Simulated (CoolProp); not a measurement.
Fluorine at several states: density (kg/m³) from the reference equation and from simpler models built on Tc = 144.4 K, pc = 52.40 bar, ω = 0.045; each cubic takes its own stable root.

Values from CoolProp's reference Helmholtz-energy equation of state, de Reuck 1990.

| T (K) | p (bar) | phase | reference |
|---|---|---|---|
| 117.2 | 85.8 | liquid | 1287 |
| 105.4 | 31.2 | liquid | 1358 |
| 164.2 | 0.407 | gas | 1.135 |
| 166.5 | 148 | supercritical | 811.6 |

### Question
How far does each simpler model (van der Waals, Redlich-Kwong, Soave-Redlich-Kwong) lie from the reference over these 4 states: mean and median of the absolute difference, and the worst?

### Answer
- van der Waals: mean 18.2 %, median 21.0 %, worst -30.9 % at 105.4 K and 31.2 bar
- Redlich-Kwong: mean 2.0 %, median 1.3 %, worst -5.4 % at 166.5 K and 148 bar
- Soave-Redlich-Kwong: mean 2.4 %, median 1.4 %, worst -6.9 % at 166.5 K and 148 bar
